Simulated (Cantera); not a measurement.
## Thermodynamics of roasting and sulfation, feed MgCO3 + SO3 + O2 + H2

Input: 1 mol MgCO3, 0.36 mol SO3, 0.12 mol O2, 0.0017 mol H2, held at 90.0 Torr.

Method: chemical equilibrium by Gibbs-energy minimisation in Cantera with the NASA 1993 tables (ideal gas, pure condensed phases). Candidate condensed phases: C, C6H6, C7H8, C8H18, H2O, H2SO4, Mg, MgCO3, MgO, Mg(OH)2, MgS, MgSO4, S; 130 gas species. Mutual solubility and eutectic melting of coexisting phases are not modelled. The numbers say what is thermodynamically allowed, not how fast it happens.

From 623 K to 1123 K the condensed part is MgO(s) + MgSO4(s). From 1223 K to 1923 K the condensed part is MgO(s).

```
T (K)  x CO2     x SO2   x O2     x SO3  n MgO(s)  n MgSO4(s)
-----  -----  --------  -----  --------  --------  ----------
623    0.892    <1e-12  0.106    <1e-12     0.640       0.360
723    0.892  5.41e-12  0.106  1.02e-10     0.640       0.360
823    0.892   1.19e-8  0.106   3.07e-8     0.640       0.360
923    0.892   4.77e-6  0.106   2.60e-6     0.640       0.360
1023   0.891  0.000573  0.106   8.99e-5     0.641       0.359
1123   0.854    0.0273  0.115   0.00161     0.674       0.326
1223   0.604     0.211  0.177   0.00659      1.00           0
1323   0.603     0.214  0.179   0.00328      1.00           0
1423   0.603     0.215  0.179   0.00179      1.00           0
1523   0.602     0.216  0.180   0.00106      1.00           0
1623   0.602     0.216  0.180  0.000665      1.00           0
1723   0.602     0.216  0.180  0.000443      1.00           0
1823   0.601     0.216  0.180  0.000309      1.00           0
1923   0.598     0.216  0.181  0.000224      1.00           0
```
x: gas mole fraction; n: condensed amount in mol.
